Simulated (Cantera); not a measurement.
A Cantera script and its output.

```python
import numpy as np
import cantera as ct

gas = ct.Solution("h2o2.yaml")
gas.TPX = 1050, 21000, {'H2': 0.82, 'O2': 1, 'N2': 1.6}
inlet = ct.Reservoir(gas, clone=True)

reactor = ct.IdealGasConstPressureReactor(gas, energy="off", clone=False)
exhaust = ct.Reservoir(gas, clone=True)
tau = [1.2, 0.67, 0.37, 0.2, 0.11, 0.061, 0.033, 0.018, 0.01, 0.0055, 0.003][0]
for a, b in ((inlet, reactor), (reactor, exhaust)):
    ct.MassFlowController(a, b, mdot=lambda t: reactor.mass / tau)
net = ct.ReactorNet([reactor])
show = ['H2', 'O2', 'O', 'H2O2', 'H2O', 'HO2', 'H']

rows = []
print(f"{'tau/s':>10s}{'T/K':>9s}" + "".join(f"{s:>11s}" for s in show))
for tau in [1.2, 0.67, 0.37, 0.2, 0.11, 0.061, 0.033, 0.018, 0.01, 0.0055, 0.003]:
    net.initial_time = 0.0
    net.advance(30 * tau)
    before = gas.X
    net.advance(40 * tau)
    drift = np.max(np.abs(gas.X - before) / (gas.X + 1e-9))
    rows.append([gas.T, *gas[show].X, drift])
    print(f"{tau:10.3e}{gas.T:9.1f}" + "".join(f"{x:11.3e}" for x in gas[show].X))
```

It prints:

```
     tau/s      T/K         H2         O2          O       H2O2        H2O        HO2          H
 1.200e+00   1050.0  7.206e-04  1.962e-01  3.020e-05  1.952e-06  2.715e-01  1.638e-05  5.311e-06
 6.700e-01   1050.0  1.037e-03  1.964e-01  4.606e-05  2.494e-06  2.712e-01  2.107e-05  9.502e-06
 3.700e-01   1050.0  1.483e-03  1.965e-01  7.012e-05  3.049e-06  2.706e-01  2.647e-05  1.718e-05
 2.000e-01   1050.0  2.119e-03  1.967e-01  1.072e-04  3.570e-06  2.699e-01  3.261e-05  3.170e-05
 1.100e-01   1050.0  2.963e-03  1.970e-01  1.600e-04  3.989e-06  2.688e-01  3.893e-05  5.744e-05
 6.100e-02   1050.0  4.086e-03  1.974e-01  2.350e-04  4.314e-06  2.675e-01  4.531e-05  1.031e-04
 3.300e-02   1050.0  5.665e-03  1.979e-01  3.469e-04  4.577e-06  2.656e-01  5.190e-05  1.894e-04
 1.800e-02   1050.0  7.772e-03  1.987e-01  5.038e-04  4.794e-06  2.630e-01  5.810e-05  3.442e-04
 1.000e-02   1050.0  1.051e-02  1.996e-01  7.165e-04  4.989e-06  2.595e-01  6.359e-05  6.121e-04
 5.500e-03   1050.0  1.423e-02  2.009e-01  1.016e-03  5.184e-06  2.548e-01  6.846e-05  1.094e-03
 3.000e-03   1050.0  1.929e-02  2.027e-01  1.434e-03  5.362e-06  2.482e-01  7.244e-05  1.956e-03
```

Cantera simulation using the H2/O2 subset of GRI-Mech 3.0, which has no nitrogen chemistry; the numbers are that mechanism's predictions, not measurements. The temperature is held fixed by assumption; the heat of reaction is taken as removed at once.
